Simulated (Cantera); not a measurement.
Input (Python, Cantera):

```python
import numpy as np
import cantera as ct

gas = ct.Solution("h2o2.yaml")


def delay(T, t_max=10):
    gas.TPX = T, 230000, {'H2': 1, 'O2': 0.385, 'N2': 1.45}
    reactor = ct.IdealGasReactor(gas, clone=False)
    net = ct.ReactorNet([reactor])
    net.rtol, net.atol = 1e-8, 1e-16
    while net.time < t_max:
        t_old, T_old = net.time, reactor.T
        net.step()
        if reactor.T > T + 400:  # ignition: a rise of 400 K
            return t_old + (T + 400 - T_old) / (reactor.T - T_old) * (net.time - t_old)
    return np.nan


taus = []
for T in [875, 950, 1025, 1100, 1175, 1250]:
    taus.append(delay(T))
    print(f"T0 = {T:6g} K   tau = {taus[-1]:.4e} s")
```

Result:

```
T0 =    875 K   tau = 4.5242e-01 s
T0 =    950 K   tau = 4.0868e-02 s
T0 =   1025 K   tau = 1.7859e-03 s
T0 =   1100 K   tau = 6.2031e-05 s
T0 =   1175 K   tau = 2.6964e-05 s
T0 =   1250 K   tau = 1.6289e-05 s
```

Detailed kinetics in Cantera: the H2/O2 subset of GRI-Mech 3.0, which has no nitrogen chemistry. The hydrogen kinetics of GRI-Mech 3.0 are dated; newer H2 mechanisms differ, most at raised pressure. Below about 950 K walls govern HO2 and H2O2 in real vessels.
